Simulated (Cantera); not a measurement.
Feed: 1 mol C6H6, 80 mol H2, 0.41 mol N2, held at 101000 Pa.

Method: chemical equilibrium by Gibbs-energy minimisation in Cantera with the NASA 1993 tables (ideal gas, pure condensed phases). Candidate condensed phases: C, C6H6, C7H8, C8H18; 92 gas species. Kinetics and transport are ignored.

Problem. What share of the C ends up in condensed phases as a function of T (°C), at 1275, 1375, 1475, 1575, 1675, 1775, 1875, 1975, 2075, 2175?

Solution. 
```tsv
T (°C)	C condensed (%)	as
1275	97.0	C(graphite)
1375	97.7	C(graphite)
1475	97.9	C(graphite)
1575	97.6	C(graphite)
1675	96.6	C(graphite)
1775	94.8	C(graphite)
1875	91.9	C(graphite)
1975	87.3	C(graphite)
2075	80.5	C(graphite)
2175	70.8	C(graphite)
```
